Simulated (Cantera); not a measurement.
Feed: 1 mol Si₂H₆, 0.32 mol H₂O, 1.5 mol N₂, at 1598.15 K and 4.20 Torr.

Method: chemical equilibrium by Gibbs-energy minimisation in Cantera with the NASA 1993 tables (ideal gas, pure condensed phases). Candidate condensed phases: H₂O, Si, SiO₂, Si₂N₂O, Si₃N₄; 35 gas species. The feed counts by its element totals alone. Mutual solubility and eutectic melting of coexisting phases are not modelled. Rates play no part.

Base state: H₂ 0.922, N₂ 0.0763, SiO 0.00127, H 0.000684, Si 1.29e-5 (mole fractions); condensed: Si₂N₂O(s) + Si₃N₄(s).

Question: What changes in the equilibrium state with this change: temperature from 1598.15 K to 500 K?

Answer: 
```tsv
species	before	after
H₂	0.922	0.924
N₂	0.0763	0.0759
NH₃	6.42e-8	0.000435
SiO	0.00127	<1e-9
H	0.000684	<1e-9
Si	1.29e-5	<1e-9
Si₂N₂O(s), mol	0.315	0.320
Si₃N₄(s), mol	0.455	0.453
```
N₂ is the only nitrogen source here; it is nearly inert below about 1500 K, so the nitride shown seldom forms there in practice.
